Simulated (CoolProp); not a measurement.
1000 sccm (0 °C, 1 atm) of nitrogen bubbles through liquid octamethylcyclotetrasiloxane (D4) at 323.9 K and leaves saturated at a total pressure of 0.012 MPa (ideal gas phase). Each further row changes one setting.

Computed with CoolProp (reference Helmholtz-energy equation of state, Thol 2015).

```csv
case,vapour pressure (kPa),mole fraction of vapour,delivery (mg/min),delivery (sccm),change of delivery for a bath 1 K warmer (%)
as stated,0.752,…,885,66.9,6.6
bath temperature 328.9 K,1.01,0.0841,1220,91.8,…
total pressure 0.024 MPa,0.752,…,428,…,6.4
```

**Question.** What belongs in the gaps?

**Answer.** 
- as stated, mole fraction of vapour: 0.0627
- bath temperature 328.9 K, change of delivery for a bath 1 K warmer (%): 6.5
- total pressure 0.024 MPa, mole fraction of vapour: 0.0313
- total pressure 0.024 MPa, delivery (sccm): 32.4
